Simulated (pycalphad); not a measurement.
## Freezing of Hf-B alloys with rising B

Computed with pycalphad from the COST 507 light-alloy database (1999), at 1 atm. These are 1990s assessments: newer ones move some temperatures and phases. Amounts are mole fractions of atoms.

Scheil-Gulliver runs (no diffusion in the solid, steps of 4 K) beside full equilibrium.

```tsv
alloy	liquidus (K)	Scheil, half solid (K)	Scheil, 80 % solid (K)	Scheil, invariant end (K)	liquid left at that end	equilibrium solidus (K)
Hf-18.3B (at.%)	…	at the invariant end	at the invariant end	2154	…	2154
Hf-24.4B (at.%)	2477	at the invariant end	at the invariant end	2154	0.76	2154
Hf-36.6B (at.%)	2969	at the invariant end	at the invariant end	2154	0.54	2154
Hf-48.8B (at.%)	3383	2744	at the invariant end	2154	0.32	2154
Hf-73.2B (at.%)	3609	3483	at the invariant end	2338	0.20	2338
```

Question: What belongs in the gaps?

Answer: 
- Hf-18.3B (at.%), liquidus (K): 2261
- Hf-18.3B (at.%), liquid left at that end: 0.91
